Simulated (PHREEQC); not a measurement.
0.056 g of hydrous ferric oxide (600 m²/g; 0.2 weak and 0.005 strong sites per Fe, Dzombak-Morel constants, diffuse double layer) in 1 kg of water with 0.005 mol/kgw of an inert sodium salt and 1.1e-05 mol/kgw Na2SO4, at 25 °C; the pH is set by adding NaOH or the inert anion's acid. O2 is buffered at 0.21 atm. No CO2 enters from the air. Precipitation was switched off in this run.

The series has 17 steps of pH, from 4 to 10.

Model: ion-association model, wateq4f.dat, run in PHREEQC.

Problem. Near which pH is half of the S sorbed, and on which side is more sorbed?

Solution. Near pH 6.1, with more sorbed at lower pH.
